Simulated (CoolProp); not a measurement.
Vapour-liquid equilibrium of C3F8 (R218) (1) + c-C4F8 (RC318) (2) at 0.245 MPa; x and y are mole fractions of (1).

Model: multi-fluid Helmholtz-energy mixture model, Lemmon 2006 and Platzer 1990; pair parameters Bell 2016, in CoolProp. This equation is an older, rougher fit; its heat capacities, sound speeds and derivatives of the liquid may be far off and weren't checked against measurements.

```tsv
x	bubble temperature (K)	y at the bubble point	dew temperature at overall composition x (K)	liquid density (mol/L)
0.05	290.0	0.074	290.3	7.664
0.15	287.8	0.237	289.0	7.724
0.25	284.7	0.406	287.6	7.791
0.35	281.0	0.561	285.8	7.862
0.45	277.0	0.692	283.8	7.931
0.55	272.8	0.795	281.3	7.994
0.65	268.9	0.871	278.4	8.046
0.75	265.3	0.925	274.8	8.083
0.85	262.1	0.963	270.1	8.103
0.95	259.2	0.990	263.2	8.106
```

No azeotrope shows between x = 0.05 and 0.95.

The pair parameters rest on a limited set of measurements; away from them the model extrapolates.
